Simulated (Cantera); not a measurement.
A closed system holds: 1 mol Al, 1.6 mol Cl2, at 723 K and 0.260 bar.

Method: chemical equilibrium by Gibbs-energy minimisation in Cantera with the NASA 1993 tables (ideal gas, pure condensed phases). Candidate condensed phases: Al, AlCl3; 8 gas species. Equilibrium is a limit: real reactors are often held back by kinetics, nucleation or transport.

Base state: Al2Cl6 0.552, AlCl3 0.307, Cl2 0.141 (mole fractions); condensed: gas only.

Question: What changes in the equilibrium state with this change: Cl2 from 1.6 to 4.8 mol?

Answer: 
```json
[
 {"species": "Cl2", "before": "0.141", "after": "0.821"},
 {"species": "AlCl3", "before": "0.307", "after": "0.109"},
 {"species": "Al2Cl6", "before": "0.552", "after": "0.0698"}
]
```
